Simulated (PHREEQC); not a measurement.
# Metal-bearing waste water: speciation

Make-up at 25 °C: 0.069 mol CdCl2, 6.5e-05 mol NiCl2, 0.00068 mol NaHCO3 and 0.00051 mol NaCl per kg of water. Closed to the air; pH follows from the charge balance.

Model: ion-association model, wateq4f.dat, run in PHREEQC.

Each row changes one thing in this solution. No solid was allowed to form.

```json
[
 {"case": "as made", "pH": "6.84", "ionic strength (mol/kgw)": "0.0938", "Cl- (mol/kgw)": "0.0767", "CdCl+ (mol/kgw)": "0.0440", "Cd+2 (mol/kgw)": "0.0161", "CdCl2 (mol/kgw)": "0.00831", "SI of CdOHCl (CdOHCl)": "-0.13", "SI of Cd(OH)2 (Cd(OH)2)": "-2.19"},
 {"case": "NiCl2 replaced by SrCl2 at the same molality", "pH": "6.87", "ionic strength (mol/kgw)": "0.0938", "Cl- (mol/kgw)": "0.0768", "CdCl+ (mol/kgw)": "0.0440", "Cd+2 (mol/kgw)": "0.0161", "CdCl2 (mol/kgw)": "0.00831", "SI of CdOHCl (CdOHCl)": "-0.09", "SI of Cd(OH)2 (Cd(OH)2)": "-2.12"},
 {"case": "NaCl from 0.00051 to 0.000561 mol/kgw", "pH": "6.84", "ionic strength (mol/kgw)": "0.0938", "Cl- (mol/kgw)": "0.0768", "CdCl+ (mol/kgw)": "0.0440", "Cd+2 (mol/kgw)": "0.0161", "CdCl2 (mol/kgw)": "0.00831", "SI of CdOHCl (CdOHCl)": "-0.13", "SI of Cd(OH)2 (Cd(OH)2)": "-2.19"},
 {"case": "NiCl2 left out", "pH": "6.87", "ionic strength (mol/kgw)": "0.0937", "Cl- (mol/kgw)": "0.0767", "CdCl+ (mol/kgw)": "0.0440", "Cd+2 (mol/kgw)": "0.0162", "CdCl2 (mol/kgw)": "…", "SI of CdOHCl (CdOHCl)": "-0.09", "SI of Cd(OH)2 (Cd(OH)2)": "-2.12"},
 {"case": "CdCl2 from 0.069 to 0.345 mol/kgw", "pH": "6.50", "ionic strength (mol/kgw)": "0.296", "Cl- (mol/kgw)": "0.249", "CdCl+ (mol/kgw)": "…", "Cd+2 (mol/kgw)": "0.0313", "CdCl2 (mol/kgw)": "…", "SI of CdOHCl (CdOHCl)": "+0.16", "SI of Cd(OH)2 (Cd(OH)2)": "-2.71"}
]
```

### Question
Complete the blanks.

### Answer

- NiCl2 left out, CdCl2 (mol/kgw): 0.00830
- CdCl2 from 0.069 to 0.345 mol/kgw, CdCl+ (mol/kgw): 0.201
- CdCl2 from 0.069 to 0.345 mol/kgw, CdCl2 (mol/kgw): 0.0974

Species that the database lacks are ignored. Some of these states are supersaturated (in Otavite, CdOHCl, for instance). The database's nickel carbonate constants are estimates that later reviews lower a good deal.
